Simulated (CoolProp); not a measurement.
Properties of carbonyl sulfide at several states.

Computed with CoolProp (reference Helmholtz-energy equation of state, Lemmon 2006). It is a short technical equation, of lower accuracy than the large ones.

```csv
T (K),p (MPa),phase,density (kg/m³),expansivity (1/kK)
182.6,0.983,liquid,1258,1.580
449.9,1.47,gas,24.75,___
513.1,25.8,supercritical,512.8,4.438
313.1,1.07,gas,27.79,___
610.6,6.53,supercritical,___,2.129
```

Problem. What belongs in the gaps?

Solution. 
- 449.9, expansivity (1/kK): 2.586
- 313.1, expansivity (1/kK): 4.609
- 610.6, density (kg/m³): 82.53
